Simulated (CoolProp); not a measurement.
Values from CoolProp's reference Helmholtz-energy equation of state, Schroeder 2014.

Q: Give the vapour pressure (kPa), liquid cp (kJ/(kg K)), vapour Z, surface tension (mN/m) of saturated ethanol at 352.6, 370, 404.9 K.

A: 
```tsv
T (K)	p (kPa)	liquid cp (kJ/(kg K))	vapour Z	surface tension (mN/m)
352.6	106	2.94	0.967	16.6
370	201	3.14	0.949	14.9
404.9	603	3.58	0.897	11.4
```

Surface tension comes from a separate correlation (Mulero 2012).
